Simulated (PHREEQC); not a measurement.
Make-up at 25 °C: 0.049 mol/kgw NaH2PO4 and 0.1 mol/kgw Na2CO3. Closed to the air; pH follows from the charge balance.

Computed with PHREEQC (ion-association model, phreeqc.dat).

| quantity | before | after |
|---|---|---|
| pH | 9.62 | 6.62 |
| ionic strength (mol/kgw) | 0.284 | 0.523 |
| Na+ (mol/kgw) | 0.215 | 0.419 |
| HCO3- (mol/kgw) | 0.0467 | 0.0697 |
| NaCO3- (mol/kgw) | 0.0264 | 7.24e-5 |
| CO3-2 (mol/kgw) | 0.0240 | 4.21e-5 |

Question: What was changed between the two runs?
(A) NaH2PO4 left out
(B) Na2CO3 from 0.1 to 0.11 mol/kgw
(C) Na2CO3 from 0.1 to 0.05 mol/kgw
(D) NaH2PO4 from 0.049 to 0.245 mol/kgw
(E) temperature from 25 to 35 °C

Answer: D, NaH2PO4 from 0.049 to 0.245 mol/kgw

No solid was allowed to form.
